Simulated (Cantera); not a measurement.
An isothermal, constant-pressure homogeneous reactor starts with CO : O₂ : H₂O : N₂ = 0.0053 : 0.0028 : 0.0032 : 1 (molar parts), at 1023 K and 0.132 atm. Integrator tolerance rtol = 1e-08.

Detailed kinetics in Cantera: GRI-Mech 3.0 (53 species, 325 reactions).

**Question.** What does this change do: pressure from 0.132 atm to 8.39 atm?

**Answer.** 
```json
[
 {"quantity": "x(CO) at 4.00 s", "before": "2.55e-5 (gas-phase equilibrium 1.56e-10)", "after": "0.00190 (gas-phase equilibrium 1.95e-11)"},
 {"quantity": "x(O₂) at 4.00 s", "before": "0.000168 (gas-phase equilibrium 0.000148)", "after": "0.00110 (gas-phase equilibrium 0.000148)"},
 {"quantity": "x(H₂O) at 4.00 s", "before": "0.00316 (gas-phase equilibrium 0.00317)", "after": "0.00316 (gas-phase equilibrium 0.00317)"},
 {"quantity": "x(CO₂) at 4.00 s", "before": "0.00523 (gas-phase equilibrium 0.00525)", "after": "0.00335 (gas-phase equilibrium 0.00525)"},
 {"quantity": "x(OH) at 4.00 s", "before": "2.75e-6 (gas-phase equilibrium 8.60e-9)", "after": "6.64e-9 (gas-phase equilibrium 3.04e-9)"}
]
```

**Question.** What does this change do: O2 0.0028 to 0.0078 parts?

**Answer.** 
| quantity | before | after |
|---|---|---|
| x(CO) at 4.00 s | 2.55e-5 (gas-phase equilibrium 1.56e-10) | 5.53e-6 (gas-phase equilibrium 2.64e-11) |
| x(O₂) at 4.00 s | 0.000168 (gas-phase equilibrium 0.000148) | 0.00508 (gas-phase equilibrium 0.00508) |
| x(H₂O) at 4.00 s | 0.00316 (gas-phase equilibrium 0.00317) | 0.00316 (gas-phase equilibrium 0.00316) |
| x(CO₂) at 4.00 s | 0.00523 (gas-phase equilibrium 0.00525) | 0.00522 (gas-phase equilibrium 0.00523) |
| x(OH) at 4.00 s | 2.75e-6 (gas-phase equilibrium 8.60e-9) | 1.53e-6 (gas-phase equilibrium 2.08e-8) |
